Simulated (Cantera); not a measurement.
Input (Python, Cantera):

```python
import numpy as np
import cantera as ct

gas = ct.Solution("gri30.yaml")
gas.TPX = 1725, 1000000, {'CH4': 1, 'O2': 5.88, 'N2': 30}
reactor = ct.IdealGasReactor(gas, energy="on", clone=False)
net = ct.ReactorNet([reactor])
net.rtol, net.atol = 1e-08, 1e-16
show = ['CH4', 'O2', 'HCN', 'OH', 'NO']
times = np.geomspace(2e-06, 0.1, 12)

steps = ct.SolutionArray(gas, extra=["t"])
rows = []
print(f"{'t/s':>10s}{'T/K':>9s}{'P/Pa':>11s}" + "".join(f"{s:>11s}" for s in show))
for t in times:
    while net.time < t:
        t_next = net.step()
        steps.append(gas.state, t=t_next)
    rows.append([np.interp(t, steps.t, y) for y in (steps.T, steps.P, *steps(*show).X.T)])
    print(f"{t:10.3e}{rows[-1][0]:9.1f}{rows[-1][1]:11.4g}" + "".join(f"{x:11.3e}" for x in rows[-1][2:]))
rate = np.gradient(steps.T, steps.t)
print("integrator steps:", len(steps.t))
if steps.T.max() > steps.T[0] + 200:
    print(f"time of steepest temperature rise: {steps.t[rate.argmax()]:.4e} s")
gas.TPX = 1725, 1000000, {'CH4': 1, 'O2': 5.88, 'N2': 30}
gas.equilibrate("UV")
print(f"equilibrium (UV): T = {gas.T:.1f} K  " + "  ".join(f"{s} {gas[s].X[0]:.3e}" for s in show))
```

Output:

```
       t/s      T/K       P/Pa        CH4         O2        HCN         OH         NO
 2.000e-06   1724.9      1e+06  2.709e-02  1.594e-01  1.129e-14  6.233e-07  1.260e-12
 5.348e-06   1724.9  9.999e+05  2.700e-02  1.594e-01  1.261e-13  1.843e-06  7.043e-12
 1.430e-05   1728.2  1.002e+06  2.604e-02  1.588e-01  5.101e-12  1.341e-05  8.432e-11
 3.824e-05   2396.3  1.395e+06  1.239e-15  1.041e-01  4.741e-12  5.021e-03  5.200e-05
 1.023e-04   2432.8  1.413e+06  6.821e-17  1.039e-01  5.670e-13  3.649e-03  1.968e-04
 2.735e-04   2431.9  1.412e+06  1.775e-19  1.038e-01  5.109e-13  3.637e-03  5.488e-04
 7.313e-04   2429.5  1.411e+06  4.176e-20  1.033e-01  5.189e-13  3.606e-03  1.447e-03
 1.956e-03   2423.9  1.408e+06  3.870e-20  1.023e-01  5.296e-13  3.534e-03  3.557e-03
 5.230e-03   2413.3  1.401e+06  3.353e-20  1.004e-01  5.266e-13  3.401e-03  7.504e-03
 1.398e-02   2401.9  1.395e+06  2.862e-20  9.829e-02  5.024e-13  3.263e-03  1.175e-02
 3.740e-02   2398.1  1.392e+06  2.713e-20  9.760e-02  4.915e-13  3.217e-03  1.315e-02
 1.000e-01   2398.0  1.392e+06  2.708e-20  9.758e-02  4.911e-13  3.216e-03  1.319e-02
integrator steps: 1626
time of steepest temperature rise: 2.7781e-05 s
equilibrium (UV): T = 2398.0 K  CH4 4.105e-20  O2 9.758e-02  HCN 4.911e-13  OH 3.216e-03  NO 1.319e-02
```

Cantera simulation using GRI-Mech 3.0 (53 species, 325 reactions); the numbers are that mechanism's predictions, not measurements.
